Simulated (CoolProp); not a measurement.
Properties of R134a at several states (Tc = 374.2 K, pc = 4.059 MPa, ω = 0.327).

Computed with CoolProp (reference Helmholtz-energy equation of state, Tillner-Roth 1994).

```
T (K)  p (MPa)   phase  density (kg/m³)  conductivity (mW/(m K))
-----  -------  ------  ---------------  -----------------------
453.4    0.223     gas            6.094                     25.8
354       1.87     gas            85.51                     19.5
344.6     7.27  liquid             1065                     68.1
290      0.676  liquid             1238                     84.8
438.1   0.0873     gas            2.456                     24.6
```

Thermal conductivity comes from a separate model (McLinden 2000), an estimate that may be off by 10 % or more.
